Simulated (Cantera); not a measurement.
An adiabatic, constant-pressure homogeneous reactor starts with CH4 : C2H6 : O2 : N2 = 1 : 0.056 : 2.82 : 10.6 (molar parts), at 1125 K and 7.80 bar. Integrator tolerance rtol = 1e-08.

Computed with Cantera and GRI-Mech 3.0 (53 species, 325 reactions).

### Question
What does this change do: initial temperature 1125 to 1048 K?

### Answer
```json
[
 {"quantity": "time of steepest temperature rise", "before": "4.68 ms", "after": "14.3 ms"},
 {"quantity": "temperature at 0.200 s", "before": "2542 K", "after": "2493 K"},
 {"quantity": "equilibrium temperature", "before": "2542 K", "after": "2493 K"},
 {"quantity": "x(CH4) at 0.200 s", "before": "<1e-12 (gas-phase equilibrium <1e-12)", "after": "<1e-12 (gas-phase equilibrium <1e-12)"},
 {"quantity": "x(C2H6) at 0.200 s", "before": "<1e-12 (gas-phase equilibrium <1e-12)", "after": "<1e-12 (gas-phase equilibrium <1e-12)"},
 {"quantity": "x(O2) at 0.200 s", "before": "0.0390 (gas-phase equilibrium 0.0390)", "after": "0.0391 (gas-phase equilibrium 0.0391)"},
 {"quantity": "x(CO2) at 0.200 s", "before": "0.0703 (gas-phase equilibrium 0.0703)", "after": "0.0716 (gas-phase equilibrium 0.0716)"},
 {"quantity": "x(H) at 0.200 s", "before": "0.000472 (gas-phase equilibrium 0.000472)", "after": "0.000340 (gas-phase equilibrium 0.000340)"},
 {"quantity": "x(CO) at 0.200 s", "before": "0.00587 (gas-phase equilibrium 0.00587)", "after": "0.00462 (gas-phase equilibrium 0.00462)"}
]
```

### Question
What does this change do: constant volume in place of constant pressure?

### Answer
```
quantity                                                              before                                    after
---------------------------------  -----------------------------------------  ---------------------------------------
time of steepest temperature rise                                    4.68 ms                                  4.46 ms
temperature at 0.200 s                                                2542 K                                   2798 K
equilibrium temperature                                               2542 K                                   2798 K
x(CH4) at 0.200 s                      <1e-12 (gas-phase equilibrium <1e-12)    <1e-12 (gas-phase equilibrium <1e-12)
x(C2H6) at 0.200 s                     <1e-12 (gas-phase equilibrium <1e-12)    <1e-12 (gas-phase equilibrium <1e-12)
x(O2) at 0.200 s                       0.0390 (gas-phase equilibrium 0.0390)    0.0383 (gas-phase equilibrium 0.0383)
x(CO2) at 0.200 s                      0.0703 (gas-phase equilibrium 0.0703)    0.0645 (gas-phase equilibrium 0.0645)
x(H) at 0.200 s                    0.000472 (gas-phase equilibrium 0.000472)  0.00108 (gas-phase equilibrium 0.00108)
x(CO) at 0.200 s                     0.00587 (gas-phase equilibrium 0.00587)    0.0112 (gas-phase equilibrium 0.0112)
```

### Question
What does this change do: initial temperature 1125 to 1475 K?

### Answer
```
quantity                                                              before                                    after
---------------------------------  -----------------------------------------  ---------------------------------------
time of steepest temperature rise                                    4.68 ms                                 0.119 ms
temperature at 0.200 s                                                2542 K                                   2745 K
equilibrium temperature                                               2542 K                                   2745 K
x(CH4) at 0.200 s                      <1e-12 (gas-phase equilibrium <1e-12)    <1e-12 (gas-phase equilibrium <1e-12)
x(C2H6) at 0.200 s                     <1e-12 (gas-phase equilibrium <1e-12)    <1e-12 (gas-phase equilibrium <1e-12)
x(O2) at 0.200 s                       0.0390 (gas-phase equilibrium 0.0390)    0.0397 (gas-phase equilibrium 0.0397)
x(CO2) at 0.200 s                      0.0703 (gas-phase equilibrium 0.0703)    0.0621 (gas-phase equilibrium 0.0621)
x(H) at 0.200 s                    0.000472 (gas-phase equilibrium 0.000472)  0.00159 (gas-phase equilibrium 0.00159)
x(CO) at 0.200 s                     0.00587 (gas-phase equilibrium 0.00587)    0.0135 (gas-phase equilibrium 0.0135)
```
